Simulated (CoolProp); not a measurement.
A Linde-Hampson liquefier for carbon monoxide: isothermal reversible compression at 280 K from 1 atm to 15 MPa, throttling to 1 atm, return gas leaving the recuperator 0 K below the feed. Each further row changes one setting.

Values from CoolProp's reference Helmholtz-energy equation of state, Lemmon 2006. It is a short technical equation, of lower accuracy than the large ones.

```csv
case,liquid yield per pass,compression work (kJ/kg of gas)
as stated,…,412
high pressure 30 MPa,…,…
warm-end temperature 310 K,…,…
warm-end gap 5 K,…,412
```

Question: Fill in the missing entries.

Answer: 
- as stated, liquid yield per pass: 0.086
- high pressure 30 MPa, liquid yield per pass: 0.124
- high pressure 30 MPa, compression work (kJ/kg of gas): 472
- warm-end temperature 310 K, liquid yield per pass: 0.063
- warm-end temperature 310 K, compression work (kJ/kg of gas): 459
- warm-end gap 5 K, liquid yield per pass: 0.075
